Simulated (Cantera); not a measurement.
Input: 1 mol Pb, 6.8 mol H2, 5.3 mol N2, held at 575 °C and 0.360 Torr.

These are equilibrium values from Cantera (NASA tables, ideal gas, pure condensed phases), not measurements of a reactor. Candidate condensed phases: Pb; 11 gas species. The numbers say what is thermodynamically allowed, not how fast it happens.

Base state: H2 0.562, N2 0.438, Pb 0.000626 (mole fractions); condensed: Pb(l).

Task: What changes in the equilibrium state with this change: Pb replaced by PbO?

Result: 
| species | before | after |
|---|---|---|
| H2 | 0.562 | 0.479 |
| N2 | 0.438 | 0.438 |
| H2O | 0 | 0.0826 |
| Pb | 0.000626 | 0.000626 |
| Pb(l), mol | 0.992 | 0.992 |
Further candidate phases: H2O, PbO, PbO2, Pb3O4.
